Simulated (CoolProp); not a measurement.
Model: reference Helmholtz-energy equation of state, Zhou 2011, in CoolProp.

Q: For dimethyl carbonate, give the phase and the cp (kJ/(kg K)), Joule-Thomson coefficient (K/MPa) at 566.9 K and 1.01 bar.

A: 
- 566.9 K and 1.01 bar: gas; cp 1.81, Joule-Thomson coefficient 6.30
